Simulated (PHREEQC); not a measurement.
Consider water at 20 °C with 0.0015 mol/kgw H2SO4, 0.0001 mol/kgw CaCl2 and 0.0016 mol/kgw TMAH. Closed to the air; pH follows from the charge balance.

Computed with PHREEQC (ion-association model, wateq4f.dat).

```
Item                       Result
----------------  ---------------
pH                           2.92
ionic strength    0.00451 mol/kgw
total alkalinity     -1.40 meq/kg
```

```json
[
 {"species": "(CH3)4N+", "molality": "0.00160", "activity": "0.00149", "log γ": "-0.031"},
 {"species": "SO4-2", "molality": "0.00137", "activity": "0.00103", "log γ": "-0.123"},
 {"species": "H+", "molality": "0.00128", "activity": "0.00120", "log γ": "-0.028"},
 {"species": "Cl-", "molality": "0.000200", "activity": "0.000186", "log γ": "-0.031"},
 {"species": "HSO4-", "molality": "0.000117", "activity": "0.000108", "log γ": "-0.031"},
 {"species": "Ca+2", "molality": "8.70e-5", "activity": "6.57e-5", "log γ": "-0.122"},
 {"species": "CaSO4", "molality": "1.29e-5", "activity": "1.29e-5", "log γ": "0.000"},
 {"species": "CaHSO4+", "molality": "9.22e-8", "activity": "8.58e-8", "log γ": "-0.031"}
]
```

This is a speciation only: nothing precipitates in the calculation. (CH3)4N+ isn't in the database: it is added as a free cation with an ion size of 4 Å.
